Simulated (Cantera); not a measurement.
## Si + H₂O + H₂ (thermal oxidation and active oxidation of silicon)

Input: 1 mol Si, 0.0017 mol H₂O, 2.3 mol H₂, at 2.10 Pa.

These are equilibrium values from Cantera (NASA tables, ideal gas, pure condensed phases), not measurements of a reactor. Candidate condensed phases: H₂O, Si, SiO₂; 18 gas species. Gases not in the tables: Si₂H₆ and higher silanes. Equilibrium is a limit: real reactors are often held back by kinetics, nucleation or transport.

```
T (K)   x H₂      x Si       x H     x SiO     x SiH  n Si(s)  n Si(l)
-----  -----  --------  --------  --------  --------  -------  -------
1148   0.999   8.69e-9   1.56e-5  0.000738  8.46e-10    0.998        0
1223   0.999   1.53e-7   6.56e-5  0.000738   9.12e-9    0.998        0
1298   0.999   1.93e-6  0.000234  0.000738   7.44e-8    0.998        0
1373   0.999   1.85e-5  0.000726  0.000738   4.81e-7    0.998        0
1448   0.997  0.000139   0.00201  0.000737   2.55e-6    0.998        0
1523   0.993  0.000858   0.00503  0.000736   1.15e-5    0.996        0
1598   0.983   0.00445    0.0115  0.000730   4.44e-5    0.988        0
1673   0.955    0.0199    0.0243  0.000714  0.000151    0.950        0
1748   0.882    0.0693    0.0468  0.000669  0.000397        0    0.819
```
x: gas mole fraction; n: condensed amount in mol.

From 1148 K to 1673 K the condensed part is Si(s). At 1748 K the condensed part is Si(l). The main Si-bearing gas is SiO at 1148 K and Si at 1748 K.
